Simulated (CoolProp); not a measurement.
Vapour-liquid equilibrium of n-pentane (1) + the fluoroketone C6F12O (FK-5-1-12) (2) at 407 kPa; x and y are mole fractions of (1).

Values from CoolProp's multi-fluid Helmholtz-energy mixture model, Thol 2019 and McLinden 2015; pair parameters Bell 2016.

| x | bubble temperature (°C) | y at the bubble point | dew temperature at overall composition x (°C) | liquid density (mol/L) |
|---|---|---|---|---|
| 0.05 | 92.2 | 0.125 | 94.6 | 4.417 |
| 0.2 | 82.6 | 0.397 | 89.7 | 4.807 |
| 0.35 | 77.4 | 0.539 | 84.3 | 5.196 |
| 0.5 | 75.4 | 0.611 | 78.8 | 5.621 |
| 0.65 | 74.8 | 0.656 | 74.9 | 6.129 |
| 0.8 | 75.4 | 0.712 | 77.6 | 6.755 |
| 0.95 | 79.9 | 0.872 | 82.4 | 7.482 |

y crosses x between x = 0.65 and 0.8: the model has an azeotrope there.

The pair parameters rest on a limited set of measurements; away from them the model extrapolates.
